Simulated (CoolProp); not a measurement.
Saturated liquid density (kg/m³) of propane: the reference equation beside estimates from Tc = 96.7 °C, pc = 4.251 MPa, ω = 0.152. Rackett uses Z = 0.29056 − 0.08775 ω.

The numbers come from the reference Helmholtz-energy equation of state, Lemmon 2009 in CoolProp.

| T (°C) | reference | Rackett | Redlich-Kwong | Soave-Redlich-Kwong | Peng-Robinson |
|---|---|---|---|---|---|
| -60.25 | 601.4 | 600.3 | 563.6 | 570.3 | 643.4 |
| -41.35 | 580.0 | 579.0 | 541.0 | 549.3 | 620.8 |
| -22.45 | 557.5 | 556.3 | 516.1 | 525.9 | 595.2 |
| -3.55 | 533.4 | 532.0 | 488.4 | 499.4 | 565.9 |
| 15.35 | 507.0 | 505.5 | 457.2 | 469.0 | 532.1 |
| 34.25 | 477.4 | 475.8 | 421.7 | 433.8 | 492.1 |
| 53.15 | 442.6 | 441.2 | 380.0 | 391.5 | 443.5 |
| 72.05 | 398.0 | 397.5 | 328.2 | 337.7 | 380.7 |
| 90.95 | 322.9 | 325.1 | 250.0 | 254.8 | 282.7 |

Absolute difference from the reference over all 9 rows, mean and median: Rackett 0.3 and 0.3 %, Redlich-Kwong 11.6 and 9.8 %, Soave-Redlich-Kwong 9.7 and 7.5 %, Peng-Robinson 5.8 and 6.1 %.
